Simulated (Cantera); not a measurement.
What does this Cantera script print?

```python
import numpy as np
import cantera as ct

gas_names = [...]  # 105 gases of nasa_gas.yaml made of C, H, N, Si
cond_names = """
    C(gr) C6H6(L) C7H8(L) C8H18(L),n-octa Si(cr) Si(L) SiC(b) Si3N4(a)
""".split()


# ... load() reads the species with a 1 bar reference pressure and builds the phases ...
atoms = {
    'Si3N4': {'Si': 3, 'N': 4},
    'C': {'C': 1},
    'H2': {'H': 2},
}
top_T = {'C(gr)': 4500, 'SiC(b)': 3050, 'Si3N4(a)': 2400}  # K; cautious upper limits of use, not melting points


# ... equilibrate(T, P, feed) seeds the gas with the atoms and calls Mixture.equilibrate('TP', solver="vcs", rtol=1e-11, max_steps=5000) ...
results = []
feed = {'Si3N4': 1, 'C': 0.036, 'H2': 5.8}  # mol
T = 1948.15  # K
P = 101325  # Pa
mix = equilibrate(T, P, feed)
results.append((T, P, feed, dict(zip(mix.species_names, mix.species_moles))))
x = sorted(zip(gas.X, gas.species_names), reverse=True)
print(f"T = {T:g} K  P = {P:g} Pa  gas = {mix.phase_moles(0):.4g} mol")
print("   x: " + "  ".join(f"{s} {v:.3e}" for v, s in x if v > 1e-06))
print("   condensed (mol): " + ("  ".join(f"{mix.phase(i).name} {mix.phase_moles(i):.4g}"
      for i in range(1, mix.n_phases) if mix.phase_moles(i) > 1e-12) or "none"))
```

Result:

```
T = 1948.15 K  P = 101325 Pa  gas = 6.313 mol
   x: H2 9.180e-01  N2 8.064e-02  H 1.077e-03  HCN 1.465e-04  SiH2 7.199e-05  Si 2.297e-05  CH4 1.881e-05  SiH 1.702e-05  HNC 7.558e-06  NH3 5.558e-06  Si2N 2.677e-06  SiN 1.941e-06  C2H2,acetylene 1.004e-06
   condensed (mol): Si(L) 0.7287  SiC(b) 0.03489  Si3N4(a) 0.7452
```

Equilibrium computed with Cantera from the NASA thermochemical tables; the gas is ideal and each condensed phase is pure. Mutual solubility and eutectic melting of coexisting phases are not modelled. Gases not in the tables: Si2H6 and higher silanes.
